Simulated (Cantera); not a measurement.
C₃H₈ + NH₃ (carbon deposition, reforming and gasification)

Charge: 1 mol C₃H₈, 0.078 mol NH₃, at 3.70 bar.

Equilibrium computed with Cantera from the NASA thermochemical tables; the gas is ideal and each condensed phase is pure. Candidate condensed phases: C, C₆H₆, C₇H₈, C₈H₁₈; 92 gas species. Kinetics and transport are ignored.

```json
[
 {"T (°C)": "1377", "log p H₂": "0.56", "log p N₂": "-1.46", "log p CH₄": "-1.75", "log p HCN": "-3.01", "n C(graphite)": "2.98"},
 {"T (°C)": "1427", "log p H₂": "0.56", "log p N₂": "-1.47", "log p CH₄": "-1.84", "log p HCN": "-2.89", "n C(graphite)": "2.98"},
 {"T (°C)": "1477", "log p H₂": "0.56", "log p N₂": "-1.47", "log p CH₄": "-1.91", "log p HCN": "-2.77", "n C(graphite)": "2.98"},
 {"T (°C)": "1527", "log p H₂": "0.56", "log p N₂": "-1.47", "log p CH₄": "-1.99", "log p HCN": "-2.67", "n C(graphite)": "2.98"},
 {"T (°C)": "1577", "log p H₂": "0.56", "log p N₂": "-1.48", "log p CH₄": "-2.06", "log p HCN": "-2.57", "n C(graphite)": "2.98"},
 {"T (°C)": "1627", "log p H₂": "0.56", "log p N₂": "-1.48", "log p CH₄": "-2.12", "log p HCN": "-2.47", "n C(graphite)": "2.98"},
 {"T (°C)": "1677", "log p H₂": "0.56", "log p N₂": "-1.49", "log p CH₄": "-2.19", "log p HCN": "-2.38", "n C(graphite)": "2.98"},
 {"T (°C)": "1727", "log p H₂": "0.56", "log p N₂": "-1.49", "log p CH₄": "-2.25", "log p HCN": "-2.30", "n C(graphite)": "2.98"},
 {"T (°C)": "1777", "log p H₂": "0.56", "log p N₂": "-1.50", "log p CH₄": "-2.30", "log p HCN": "-2.22", "n C(graphite)": "2.98"},
 {"T (°C)": "1827", "log p H₂": "0.56", "log p N₂": "-1.51", "log p CH₄": "-2.36", "log p HCN": "-2.14", "n C(graphite)": "2.97"}
]
```
log p: log10 of the partial pressure in bar; n: condensed amount in mol.

From 1377 °C to 1827 °C the condensed part is C(graphite). The main C-bearing gas is CH₄ at 1377 °C and C₂H₂ (acetylene) at 1827 °C.
